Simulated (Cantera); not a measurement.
## Silicon nitride deposition: SiCl4 + NH3 + H2

Input: 1 mol SiCl4, 0.25 mol NH3, 16 mol H2, held at 3.30 mbar.

Method: chemical equilibrium by Gibbs-energy minimisation in Cantera with the NASA 1993 tables (ideal gas, pure condensed phases). Candidate condensed phases: NH4Cl, Si, Si3N4; 28 gas species. The tables' values for SiCl3 are old estimates; treat these amounts as uncertain. Rates play no part.

| T (K) | log p H2 | log p HCl | log p SiCl4 | log p SiHCl3 | log p SiCl2 | n Si3N4(s) |
|---|---|---|---|---|---|---|
| 800 | -2.52 | -3.84 | -3.82 | -5.55 | -9.02 | 0.0625 |
| 825 | -2.52 | -3.84 | -3.83 | -5.42 | -8.44 | 0.0625 |
| 850 | -2.52 | -3.84 | -3.83 | -5.30 | -7.89 | 0.0625 |
| 875 | -2.52 | -3.83 | -3.84 | -5.19 | -7.37 | 0.0625 |
| 900 | -2.52 | -3.82 | -3.84 | -5.09 | -6.90 | 0.0625 |
| 925 | -2.52 | -3.82 | -3.85 | -5.00 | -6.45 | 0.0625 |
| 950 | -2.52 | -3.80 | -3.86 | -4.92 | -6.04 | 0.0625 |
| 975 | -2.53 | -3.79 | -3.88 | -4.86 | -5.66 | 0.0625 |
| 1000 | -2.53 | -3.77 | -3.90 | -4.81 | -5.33 | 0.0625 |
| 1025 | -2.53 | -3.74 | -3.92 | -4.78 | -5.04 | 0.0625 |
log p: log10 of the partial pressure in bar; n: condensed amount in mol.

From 800 K to 1025 K the condensed part is Si3N4(s). The main Si-bearing gas is SiCl4 throughout.
